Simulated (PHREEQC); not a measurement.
0.071 g of hydrous ferric oxide (600 m²/g; 0.2 weak and 0.005 strong sites per Fe, Dzombak-Morel constants, diffuse double layer) in 1 kg of water with 0.01 mol/kgw of an inert sodium salt and 2e-06 mol/kgw BaCl2, at 25 °C; the pH is set by adding NaOH or the inert anion's acid. O2 is buffered at 0.21 atm. No CO2 enters from the air. Precipitation was switched off in this run.

Computed with PHREEQC (ion-association model, wateq4f.dat).

```json
[
 {"pH": "4", "Ba sorbed (%)": "0.0", "surface charge σ (C/m²)": "0.216", "surface potential ψ (mV)": "185"},
 {"pH": "4.5", "Ba sorbed (%)": "0.0", "surface charge σ (C/m²)": "0.160", "surface potential ψ (mV)": "170"},
 {"pH": "5", "Ba sorbed (%)": "0.0", "surface charge σ (C/m²)": "0.113", "surface potential ψ (mV)": "152"},
 {"pH": "6", "Ba sorbed (%)": "0.0", "surface charge σ (C/m²)": "0.050", "surface potential ψ (mV)": "110"},
 {"pH": "6.5", "Ba sorbed (%)": "0.1", "surface charge σ (C/m²)": "0.030", "surface potential ψ (mV)": "86"},
 {"pH": "7", "Ba sorbed (%)": "0.5", "surface charge σ (C/m²)": "0.017", "surface potential ψ (mV)": "61"},
 {"pH": "7.5", "Ba sorbed (%)": "4.0", "surface charge σ (C/m²)": "0.008", "surface potential ψ (mV)": "34"},
 {"pH": "8.5", "Ba sorbed (%)": "65.2", "surface charge σ (C/m²)": "-0.005", "surface potential ψ (mV)": "-20"},
 {"pH": "9", "Ba sorbed (%)": "92.2", "surface charge σ (C/m²)": "-0.012", "surface potential ψ (mV)": "-46"},
 {"pH": "9.5", "Ba sorbed (%)": "98.8", "surface charge σ (C/m²)": "-0.023", "surface potential ψ (mV)": "-73"},
 {"pH": "10", "Ba sorbed (%)": "99.8", "surface charge σ (C/m²)": "-0.039", "surface potential ψ (mV)": "-98"},
 {"pH": "11", "Ba sorbed (%)": "100.0", "surface charge σ (C/m²)": "-0.096", "surface potential ψ (mV)": "-141"},
 {"pH": "11.5", "Ba sorbed (%)": "100.0", "surface charge σ (C/m²)": "-0.146", "surface potential ψ (mV)": "-158"},
 {"pH": "12", "Ba sorbed (%)": "100.0", "surface charge σ (C/m²)": "-0.222", "surface potential ψ (mV)": "-167"}
]
```

Species that the database lacks are ignored.
